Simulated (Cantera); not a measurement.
Feed: 1 mol Si3N4, 0.012 mol C, 0.51 mol H2, held at 1225 °C and 0.0480 bar.

Equilibrium computed with Cantera from the NASA thermochemical tables; the gas is ideal and each condensed phase is pure. Candidate condensed phases: C, C6H6, C7H8, C8H18, Si, SiC, Si3N4; 105 gas species. Mutual solubility and eutectic melting of coexisting phases are not modelled. Rates play no part.

Base state: H2 0.984, N2 0.0154, H 7.78e-5 (mole fractions); condensed: SiC(s) + Si3N4(s).

Question: What changes in the equilibrium state with this change: temperature from 1225 °C to 1950 °C?

Answer: 
```csv
species,before,after
N2,0.0154,0.782
H2,0.984,0.192
H,7.78e-5,0.0128
Si,3.26e-8,0.00958
Si2C,<1e-9,0.000607
Si2N,<1e-9,0.000325
SiN,1.15e-9,0.000300
"SiC(s), mol",0.0120,0.00634
"Si3N4(s), mol",0.996,0
"Si(l), mol",0,2.96
```
The tables' values for SiN are old estimates; treat these amounts as uncertain. Gases not in the tables: Si2H6 and higher silanes.

Question: What changes in the equilibrium state with this change: C from 0.012 to 0.17 mol?

Answer: 
```json
[
 {"species": "H2", "before": "0.984", "after": "0.818"},
 {"species": "N2", "before": "0.0154", "after": "0.182"},
 {"species": "HCN", "before": "5.96e-6", "after": "9.65e-5"},
 {"species": "CH4", "before": "5.60e-6", "after": "2.00e-5"},
 {"species": "H", "before": "7.78e-5", "after": "7.09e-5"},
 {"species": "SiC(s), mol", "before": "0.0120", "after": "0.170"},
 {"species": "Si3N4(s), mol", "before": "0.996", "after": "0.943"}
]
```
